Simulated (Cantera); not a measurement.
An isothermal, constant-pressure homogeneous reactor starts with CH4 : N2 = 1 : 55 (molar parts), at 1500 K and 0.0267 bar.

Cantera simulation using GRI-Mech 3.0 (53 species, 325 reactions); the numbers are that mechanism's predictions, not measurements. GRI-Mech 3.0 stops at C3 and has no aromatics, soot or wall deposition, so with more carbon than oxygen in the feed, carbon stays in small species such as C2H2 where larger ones or solid carbon would form. Radical loss at walls, strong at low pressure, is not modelled.

One state of this run: x CH4 = 0.00652; x H2 = 0.0166; x H = 7.45e-6; x CH2 = 1.96e-8; x C2H6 = 1.98e-6; x HCN = 1.36e-7; x C2H4 = 6.74e-5. x: mole fraction; the columns are a selection and need not sum to one.

Question: Which value of t (s) does it belong to?
A. 200
B. 0.0447
C. 0.00833
D. 6.93

Answer: D, 6.93
